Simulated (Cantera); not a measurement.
Charge: 1 mol SiC, 0.071 mol Si, 6.2 mol H₂, equilibrated at 1575 K and 1.30 Pa.

Cantera equilibrium calculation (NASA polynomials, part measured and part estimated; ideal gas, pure solids and liquids). Candidate condensed phases: C, C₆H₆, C₇H₈, C₈H₁₈, Si, SiC; 87 gas species. Mutual solubility and eutectic melting of coexisting phases are not modelled. Kinetics and transport are ignored.

Base state: H₂ 0.984, H 0.0114, Si 0.00442, SiH 3.77e-5, Si₂C 1.18e-5 (mole fractions); condensed: Si(s) + SiC(s).

Question: What changes in the equilibrium state with this change: temperature from 1575 K to 2273.15 K?

Answer: 
| species | before | after |
|---|---|---|
| H | 0.0114 | 0.794 |
| H₂ | 0.984 | 0.116 |
| Si | 0.00442 | 0.0786 |
| SiC₂ | 1.32e-9 | 0.00988 |
| C₃ | <1e-9 | 0.000779 |
| Si(s), mol | 0.0429 | 0 |
| SiC(s), mol | 1.000 | 0 |
| C(graphite), mol | 0 | 0.712 |

Question: What changes in the equilibrium state with this change: temperature from 1575 K to 2275 K?

Answer: 
| species | before | after |
|---|---|---|
| H | 0.0114 | 0.796 |
| H₂ | 0.984 | 0.114 |
| Si | 0.00442 | 0.0784 |
| SiC₂ | 1.32e-9 | 0.00992 |
| C₃ | <1e-9 | 0.000806 |
| Si(s), mol | 0.0429 | 0 |
| SiC(s), mol | 1.000 | 0 |
| C(graphite), mol | 0 | 0.709 |

Question: What changes in the equilibrium state with this change: pressure from 1.30 Pa to 1.00 bar?

Answer: 
| species | before | after |
|---|---|---|
| H₂ | 0.984 | 1.000 |
| H | 0.0114 | 4.16e-5 |
| CH₄ | <1e-9 | 1.75e-5 |
| Si | 0.00442 | 5.74e-8 |
| SiH | 3.77e-5 | 1.37e-7 |
| Si₂C | 1.18e-5 | <1e-9 |
| Si(s), mol | 0.0429 | 0.0711 |
| SiC(s), mol | 1.000 | 1.000 |
